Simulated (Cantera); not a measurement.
What does this Cantera script print?

```python
import numpy as np
import cantera as ct

gas_names = """
    B BF BF2 BF3 BH BHF2 BH2 BH3 BO BOF BOF2 BO2 B2 B2O B2O2 B2O3 B3O3F3 B3O3H3 F FO FO2 F2 F2O H HBO
    HBO2 HF HOF HO2 H2 H2F2 H2O H2O2 H3B3O6 H3F3 H4F4 H5F5 H6F6 H7F7 O OH O2 O3
""".split()
cond_names = """
    B(b) B(L) B2O3(L) B3O3H3(cr) H2O(s) H2O(L)
""".split()


# ... load() reads the species with a 1 bar reference pressure and builds the phases ...
atoms = {
    'B2O3': {'B': 2, 'O': 3},
    'F2': {'F': 2},
    'H2': {'H': 2},
}
top_T = {}  # K; cautious upper limits of use, not melting points


# ... equilibrate(T, P, feed) seeds the gas with the atoms and calls Mixture.equilibrate('TP', solver="vcs", rtol=1e-11, max_steps=5000) ...
results = []
T = 1348  # K
P = 100000  # Pa
for m in [1.5, 1.8, 2.1, 2.4, 2.7, 3.2, 3.6, 4.2, 4.9, 5.6, 6.5, 7.5]:
    feed = {'B2O3': 1, 'F2': m, 'H2': 3.2}  # mol
    mix = equilibrate(T, P, feed)
    results.append((T, P, feed, dict(zip(mix.species_names, mix.species_moles))))

top = {s: max(r[3][s] / sum(r[3][g] for g in gas_names) for r in results) for s in gas_names}
cols = sorted((s for s in top if top[s] > 1e-06), key=lambda s: -top[s])[:5]
seen = [c for c in cond_names if any(r[3].get(c, 0) > 1e-12 for r in results)]
print("log10 of partial pressures in bar; condensed amounts in mol")
print(f"{'n(F2)':>10s}" + "".join(f"{s[:9]:>10s}" for s in cols + seen))
for T, P, feed, n in results:
    ng = sum(n[g] for g in gas_names)
    print(f"{feed['F2']:10.4g}" + "".join(f"{np.log10(max(n[s] / ng * P / 1e5, 1e-99)):10.3f}" for s in cols)
          + "".join(f"{n.get(c, 0):10.4g}" for c in seen))
```

It prints:

```
log10 of partial pressures in bar; condensed amounts in mol
     n(F2)        HF        H2       H2O       BF3         F   B2O3(L)
       1.5    -0.650    -0.412    -0.643    -0.880   -11.171     0.559
       1.8    -0.600    -0.519    -0.583    -0.820   -11.067    0.4681
       2.1    -0.560    -0.645    -0.535    -0.771   -10.964    0.3767
       2.4    -0.526    -0.803    -0.495    -0.731   -10.851     0.285
       2.7    -0.498    -1.027    -0.462    -0.697   -10.711    0.1931
       3.2    -0.460    -4.606    -0.416    -0.651    -8.884   0.03944
       3.6    -0.447    -6.434    -0.476    -0.616    -7.956         0
       4.2    -0.400    -6.720    -0.589    -0.586    -7.766         0
       4.9    -0.315    -7.017    -0.798    -0.607    -7.533         0
       5.6    -0.238    -7.448    -1.181    -0.655    -7.240         0
       6.5    -0.214   -19.342   -13.060    -0.719    -1.270         0
       7.5    -0.283   -20.503   -14.255    -0.788    -0.758         0
```

Method: chemical equilibrium by Gibbs-energy minimisation in Cantera with the NASA 1993 tables (ideal gas, pure condensed phases). Gases not in the tables: H3BO3.
